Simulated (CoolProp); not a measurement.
Vapour-liquid equilibrium of propylene (1) + R152A (2) at 320.3 K; x and y are mole fractions of (1).

Values from CoolProp's multi-fluid Helmholtz-energy mixture model, Lemmon 2013 and Outcalt 1996; pair parameters Bell 2016.

**Question.** Give the bubble pressure and the first vapour's composition at x = 0.2, 0.35, 0.95. Is there an azeotrope?

**Answer.** x = 0.2: 1.465 MPa, y = 0.343; x = 0.35: 1.665 MPa, y = 0.492; x = 0.95: 1.954 MPa, y = 0.945. y crosses x between x = 0.8 and 0.95: the model has an azeotrope there.

The pair parameters rest on a limited set of measurements; away from them the model extrapolates.
